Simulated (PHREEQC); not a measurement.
Consider water at 25 °C with 3.1 mol NaBr, 0.13 mol Na2SO4 and 0.0017 mol H4SiO4 per kg of water. Closed to the air; pH follows from the charge balance.

Model: Pitzer model, pitzer.dat, run in PHREEQC.

This is a speciation only: nothing precipitates in the calculation.

Predict the pH.

pH 5.88.

The solution is supersaturated, for example in SiO2(a), so a real one may precipitate; this is no full list. In brines, pH and single-ion activities rest on the MacInnes convention.
